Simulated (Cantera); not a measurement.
What does this Cantera script print?

```python
import numpy as np
import cantera as ct

gas = ct.Solution("gri30.yaml", transport_model="multicomponent")
show = ['H2', 'CH4', 'H']

rows = []
print(f"{'T/K':>7s}{'rho':>11s}{'cp':>10s}{'mu':>11s}{'lambda':>11s}{'Pr':>7s}" + "".join(f"{'D_' + s:>11s}" for s in show))
for T in [400, 500, 600, 700, 800, 900]:
    gas.TPX = T, 800000, {'CO': 0.22, 'H2': 0.64, 'C2H2': 0.55}
    Pr = gas.cp_mass * gas.viscosity / gas.thermal_conductivity
    D = [gas.mix_diff_coeffs_mole[gas.species_index(s)] for s in show]
    rows.append([gas.density, gas.cp_mass, gas.viscosity, gas.thermal_conductivity, Pr, *D])
    print(f"{T:7g}{gas.density:11.4e}{gas.cp_mass:10.1f}{gas.viscosity:11.4e}"
          f"{gas.thermal_conductivity:11.4e}{Pr:7.3f}" + "".join(f"{d:11.4e}" for d in D))
print("SI units: kg/m3, J/kg/K, Pa s, W/m/K, m2/s")
```

Result:

```
    T/K        rho        cp         mu     lambda     Pr       D_H2      D_CH4        D_H
    400 3.7145e+00    2427.2 1.5790e-05 8.2828e-02  0.463 1.3688e-05 6.0365e-06 2.7731e-05
    500 2.9716e+00    2544.5 1.8770e-05 9.9844e-02  0.478 2.0001e-05 8.9453e-06 4.1030e-05
    600 2.4763e+00    2635.1 2.1489e-05 1.1569e-01  0.489 2.7196e-05 1.2274e-05 5.6242e-05
    700 2.1226e+00    2715.9 2.4010e-05 1.3117e-01  0.497 3.5217e-05 1.5992e-05 7.3232e-05
    800 1.8573e+00    2795.0 2.6375e-05 1.4676e-01  0.502 4.4020e-05 2.0078e-05 9.1898e-05
    900 1.6509e+00    2871.9 2.8615e-05 1.6240e-01  0.506 5.3569e-05 2.4512e-05 1.1215e-04
SI units: kg/m3, J/kg/K, Pa s, W/m/K, m2/s
```

Computed with Cantera and GRI-Mech 3.0 (53 species, 325 reactions).
